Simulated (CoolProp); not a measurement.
Saturated liquid density (kg/m³) of nitrous oxide: the reference equation beside estimates from Tc = 309.5 K, pc = 7245 kPa, ω = 0.161. Rackett uses Z = 0.29056 − 0.08775 ω.

Values from CoolProp's reference Helmholtz-energy equation of state, Lemmon 2006. It is a short technical equation, of lower accuracy than the large ones.

| T (K) | reference | Rackett | van der Waals | Redlich-Kwong | Soave-Redlich-Kwong |
|---|---|---|---|---|---|
| 215.6 | 1135 | 1119 | 709.3 | 1029 | 1052 |
| 223 | 1110 | … | 694.4 | … | 1026 |
| 230.4 | … | … | 678.6 | 974.3 | 999.2 |
| 237.8 | 1058 | … | 662.1 | 944.6 | 970.2 |
| 245.2 | 1030 | 1019 | 644.5 | 913.1 | 939.2 |
| 252.6 | 1000 | 990.3 | 625.9 | 879.5 | 905.8 |
| 260 | 969.0 | … | … | 843.5 | 869.6 |
| 267.4 | 935.3 | 927.7 | 584.3 | 804.6 | 830.2 |
| 274.8 | 898.6 | 892.1 | 560.6 | 762.1 | 786.6 |
| 282.2 | 857.8 | 852.4 | … | 715.0 | 737.8 |
| 289.6 | 810.9 | 806.4 | 503.9 | 661.4 | 681.7 |

### Question
Fill in the missing entries.

### Answer

- 223, Rackett: 1095
- 223, Redlich-Kwong: 1002
- 230.4, reference: 1085
- 230.4, Rackett: 1071
- 237.8, Rackett: 1045
- 260, Rackett: 960.2
- 260, van der Waals: 605.9
- 282.2, van der Waals: 534.2

Absolute difference from the reference over all 11 rows, mean and median: Rackett 1.0 and 1.0 %, van der Waals 37.5 and 37.5 %, Redlich-Kwong 12.8 and 12.1 %, Soave-Redlich-Kwong 10.3 and 9.4 %.
